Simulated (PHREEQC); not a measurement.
A column of 0.1 m (30 cells, dispersivity 0.008 m, 300 s a shift, diffusion coefficient 3e-10 m²/s) holds 0.012 eq of the database's cation exchanger X per kg of pore water, first in equilibrium with 11 mmol/kgw (NH4)2SO4 and 0.01 mmol/kgw HCl. It is flushed with 0.005 mol/kgw MgCl2, 0.0026 mol/kgw MnCl2, 0.00044 mol/kgw KCl and 1e-05 mol/kgw HCl, at 15 °C. Values are for the last cell. No CO2 enters from the air. Precipitation was switched off in this run.

The series has 31 steps of pore volumes, from 0 to 4.017.

Equilibrium calculation in PHREEQC: ion-association model, phreeqc.dat.

Q: After how many pore volumes does Mg at the outlet first reach half of its feed value?

A: By 1.8 pore volumes.

Q: After how many pore volumes does Mn at the outlet first reach half of its feed value?

A: By 1.8 pore volumes.

Q: After how many pore volumes does K at the outlet first reach half of its feed value?

A: By 1.4 pore volumes.
